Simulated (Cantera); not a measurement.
A closed system holds: 1 mol Si, 0.024 mol CO₂, 13 mol N₂, held at 1.73 Torr.

Equilibrium computed with Cantera from the NASA thermochemical tables; the gas is ideal and each condensed phase is pure. Candidate condensed phases: C, Si, SiC, SiO₂, Si₂N₂O, Si₃N₄; 34 gas species. N₂ is the only nitrogen source here; it is nearly inert below about 1500 K, so the nitride shown seldom forms there in practice. Mutual solubility and eutectic melting of coexisting phases are not modelled. Rates play no part. All values below are at 800 °C.

Base state: N₂ 1.00 (mole fractions); condensed: C(graphite) + Si₂N₂O(s) + Si₃N₄(s).

What changes in the equilibrium state with this change: CO₂ from 0.024 to 1.2 mol?


| species | before | after |
|---|---|---|
| N₂ | 1.00 | 0.914 |
| CO | 1.41e-7 | 0.0861 |
| C(graphite), mol | 0.0240 | 0 |
| Si₂N₂O(s), mol | 0.0480 | 0.267 |
| Si₃N₄(s), mol | 0.301 | 0 |
| SiO₂(β-quartz), mol | 0 | 0.467 |
